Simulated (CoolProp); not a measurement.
Vapour-liquid equilibrium of cyclohexane (1) + o-xylene (2) at 425.3 K; x and y are mole fractions of (1).

Computed with CoolProp (multi-fluid Helmholtz-energy mixture model, Zhou 2014 and Zhou 2012; pair parameters Bell 2016).

Problem. Give the bubble pressure and the first vapour's composition at x = 0.25, 0.35, 0.95. Is there an azeotrope?

Solution. x = 0.25: 0.2621 MPa, y = 0.619; x = 0.35: 0.3101 MPa, y = 0.711; x = 0.95: 0.5563 MPa, y = 0.982. No azeotrope shows between x = 0.05 and 0.95.

Pair parameters are fitted to limited data, so mixtures are less certain than the pure fluids.
